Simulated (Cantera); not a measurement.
Equilibrium for silicon nitride deposition: trisilylamine + NH₃

Input: 1 mol trisilylamine, 10 mol NH₃, at 7700 Pa.

Cantera equilibrium calculation (NASA polynomials, part measured and part estimated; ideal gas, pure solids and liquids). Candidate condensed phases: Si, Si₃N₄; 18 gas species. The feed counts by its element totals alone. Gases not in the tables: Si₂H₆ and higher silanes. The numbers say what is thermodynamically allowed, not how fast it happens.

| T (K) | log p H₂ | log p N₂ | log p H | log p Si | log p NH₃ | log p SiH₂ | n Si₃N₄(s) | n Si(l) |
|---|---|---|---|---|---|---|---|---|
| 773 | -1.19 | -1.93 | -12.63 | <-13 | -5.15 | <-13 | 1.00 | 0 |
| 873 | -1.19 | -1.93 | -10.92 | <-13 | -5.56 | <-13 | 1.00 | 0 |
| 973 | -1.19 | -1.93 | -9.56 | <-13 | -5.90 | <-13 | 1.00 | 0 |
| 1073 | -1.19 | -1.93 | -8.45 | <-13 | -6.17 | <-13 | 1.00 | 0 |
| 1173 | -1.19 | -1.93 | -7.52 | <-13 | -6.41 | <-13 | 1.00 | 0 |
| 1273 | -1.19 | -1.93 | -6.74 | <-13 | -6.60 | -11.63 | 1.00 | 0 |
| 1373 | -1.19 | -1.93 | -6.07 | -11.80 | -6.77 | -10.17 | 1.00 | 0 |
| 1473 | -1.19 | -1.93 | -5.49 | -10.01 | -6.92 | -8.92 | 1.00 | 0 |
| 1573 | -1.19 | -1.93 | -4.98 | -8.46 | -7.04 | -7.82 | 1.000 | 0 |
| 1673 | -1.19 | -1.93 | -4.54 | -7.09 | -7.15 | -6.86 | 1.000 | 0 |
| 1773 | -1.19 | -1.93 | -4.14 | -5.88 | -7.25 | -6.01 | 1.000 | 0 |
| 1873 | -1.22 | -1.77 | -3.80 | -5.05 | -7.32 | -5.53 | 0 | 2.99 |
log p: log10 of the partial pressure in bar; n: condensed amount in mol.

From 773 K to 1773 K the condensed part is Si₃N₄(s). At 1873 K the condensed part is Si(l).
